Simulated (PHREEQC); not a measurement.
CaCl2 is added in steps, without added water, to 1 kg of water holding 0.083 mol Cu(NO3)2, 0.0007 mol HBF4 and 0.025 mol Na2SO4, at 25 °C. Oxygen alone is held at its pressure in air (log pO2 = -0.68). CO2 from the air is kept out. The run lets Gypsum, Fluorite, Portlandite, Cu(OH)2, Brochantite, Antlerite, Atacamite, Cu2(OH)3NO3, Halite, Mirabilite, Chalcanthite, CuF2:2H2O precipitate or redissolve, and no other solid.

Base run: PHREEQC, ion-association model, wateq4f.dat. Each further column changes one thing. The table gives F in solution (mol/kgw).

| CaCl2 added (mol) | base | database phreeqc.dat | Debye-Hückel limiting law | Davies equation for every ion | metal-ligand complexes left out |
|---|---|---|---|---|---|
| 0 | 0.00280 | 0.00280 | 0.00280 | 0.00280 | 0.00280 |
| 0.01875 | 0.000325 | 0.000320 | ___ | 0.000306 | 0.000240 |
| 0.04375 | 0.000215 | 0.000209 | 0.000473 | 0.000202 | 0.000198 |
| 0.0625 | 0.000190 | 0.000184 | 0.000440 | 0.000179 | 0.000173 |
| 0.08125 | 0.000173 | 0.000165 | ___ | 0.000161 | 0.000154 |
| 0.1062 | 0.000155 | 0.000146 | 0.000425 | 0.000142 | 0.000135 |
| 0.125 | 0.000145 | 0.000135 | ___ | 0.000131 | 0.000125 |
| 0.1437 | 0.000136 | 0.000126 | 0.000438 | 0.000122 | 0.000116 |
| 0.1688 | 0.000127 | 0.000115 | 0.000455 | 0.000112 | 0.000107 |
| 0.1875 | 0.000121 | 0.000109 | 0.000470 | 0.000105 | 0.000101 |
| 0.2062 | 0.000116 | 0.000103 | 0.000486 | 0.000100 | 9.58e-5 |
| 0.2313 | 0.000111 | 9.63e-5 | 0.000512 | 9.38e-5 | 8.97e-5 |
| 0.25 | 0.000107 | 9.18e-5 | 0.000533 | 8.97e-5 | 8.57e-5 |

What belongs in the gaps?


- 0.01875, Debye-Hückel limiting law: 0.000626
- 0.08125, Debye-Hückel limiting law: 0.000427
- 0.125, Debye-Hückel limiting law: 0.000430

The ionic strength passes 0.7 mol/kgw, the rough limit of the ion-association models, in part of: base; database phreeqc.dat; Debye-Hückel limiting law; Davies equation for every ion; metal-ligand complexes left out. Real BF4- forms and hydrolyses slowly; the run takes it at equilibrium. phreeqc.dat and wateq4f.dat share most of their constants, so their agreement is no independent check. Solids allowed in the column 'database phreeqc.dat': Gypsum, Fluorite, Halite.
